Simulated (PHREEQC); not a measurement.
Solution (25 °C): 0.006 mol ZnSO4 per kg of water. Closed to the air; pH follows from the charge balance.

Equilibrium calculation in PHREEQC: ion-association model, wateq4f.dat.

Precipitation was switched off in this run.

**Question.** Estimate the pH.

**Answer.** pH 5.81.

**Question.** In which forms is Zn present?

**Answer.** Zn+2 72 %, ZnSO4 27 %, Zn(SO4)2-2 0.9 % of the Zn.

Complexes and solids missing from the database can't appear.
